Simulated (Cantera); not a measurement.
Transport properties of process gases

Gas mixture: C2H6 : H2O : CH3OH = 0.27 : 0.24 : 0.59 (molar parts), at 0.135 Torr, frozen composition.

Cantera's kinetic-theory transport with the Lennard-Jones parameters of GRI-Mech 3.0, ideal gas; thermal conductivity in the mixture-averaged form. Polar gases are described roughly by these parameters. The composition is frozen, though it would react at the higher temperatures.

```csv
T (K),ρ (kg/m³),cp (J/kg/K),μ (µPa s),λ (mW/m/K),Pr,D (cm²/s) H2O,D (cm²/s) NO,D (cm²/s) OH
400,0.000154,1791,13.1,31.7,0.740,1520,1560,2450
600,0.000103,2315,19.4,59.6,0.755,3400,3240,5050
800,7.71e-5,2729,25.3,90.5,0.762,5890,5370,8320
1000,6.17e-5,3060,30.6,122,0.767,8910,7880,12200
1200,5.14e-5,3316,35.5,153,0.768,12400,10700,16600
1400,4.41e-5,3519,40.0,183,0.768,16300,13900,21500
1600,3.86e-5,3678,44.3,213,0.767,20700,17500,26900
```
D: mixture-averaged diffusion coefficient of that species in the mixture.
